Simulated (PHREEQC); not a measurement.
A solution holds 0.00095 mol K2CO3, 0.012 mol KNO3 and 0.016 mol KH2PO4 per kg of water, at 25 °C. Closed to the air; pH follows from the charge balance.

The numbers come from PHREEQC with the ion-association model, wateq4f.dat.

```
quantity           before     after
---------------  --------  --------
pH                   6.02      6.21
CO2 (mol/kgw)    0.000614   5.46e-6
HCO3- (mol/kgw)  0.000336   4.05e-6
CO3-2 (mol/kgw)   2.64e-8  3.29e-10
```

What was changed between the two runs?
(A) KH2PO4 left out
(B) diluted 100-fold with water
(C) temperature from 25 to 40 °C
(D) diluted 2-fold with water
(E) KH2PO4 from 0.016 to 0.16 mol/kgw

B, diluted 100-fold with water

No solid was allowed to form. H3PO4, which wateq4f.dat lacks, is added to it with the constant of phreeqc.dat.
